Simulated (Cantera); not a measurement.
Stirred combustor or abatement burner

A perfectly stirred reactor is fed with 0.838 % CH4, 0.570 % C2H6, 1.09 % C3H8, 15.8 % O2, 81.7 % N2, equivalence ratio 0.58, at 4.93 atm; it is adiabatic with a 325 K inlet, and is followed from long to short residence time, starting on the burning branch (τ in s: 0.39, 0.15, 0.06, 0.024, 0.0092, 0.0036, 0.0014, 0.00055, 0.00022, 8.4e-05, 3.3e-05, 1.3e-05, 5.1e-06).

Model: GRI-Mech 3.0 (53 species, 325 reactions), integrated in Cantera. GRI-Mech 3.0 was tuned for natural gas; its chemistry of propane as a main component is partial and can be far from experiment.

```tsv
τ (s)	T (K)	x CH4	x C2H6	x C3H8	x CO	x CH2CO	x H2	x O
0.39	1415	3.29e-6	4.63e-7	9.82e-7	0.000157	2.46e-6	4.74e-6	2.45e-6
0.15	1413	6.53e-6	9.69e-7	2.05e-6	0.000329	5.03e-6	9.93e-6	4.34e-6
0.060	1409	1.32e-5	2.02e-6	4.23e-6	0.000693	1.02e-5	2.12e-5	7.53e-6
0.024	1400	2.89e-5	4.52e-6	9.24e-6	0.00156	2.14e-5	4.97e-5	1.27e-5
0.0092	1370	8.96e-5	1.38e-5	2.66e-5	0.00450	5.67e-5	0.000159	1.81e-5
0.0036	325	0.00838	0.00570	0.0109	<1e-12	<1e-12	<1e-12	<1e-12
0.0014	325	0.00838	0.00570	0.0109	<1e-12	<1e-12	<1e-12	<1e-12
0.00055	325	0.00838	0.00570	0.0109	<1e-12	<1e-12	<1e-12	<1e-12
0.00022	325	0.00838	0.00570	0.0109	<1e-12	<1e-12	<1e-12	<1e-12
8.4e-5	325	0.00838	0.00570	0.0109	<1e-12	<1e-12	<1e-12	<1e-12
3.3e-5	325	0.00838	0.00570	0.0109	<1e-12	<1e-12	<1e-12	<1e-12
1.3e-5	325	0.00838	0.00570	0.0109	<1e-12	<1e-12	<1e-12	<1e-12
5.1e-6	325	0.00838	0.00570	0.0109	<1e-12	<1e-12	<1e-12	<1e-12
```
x: mole fraction; the columns are a selection and need not sum to one.
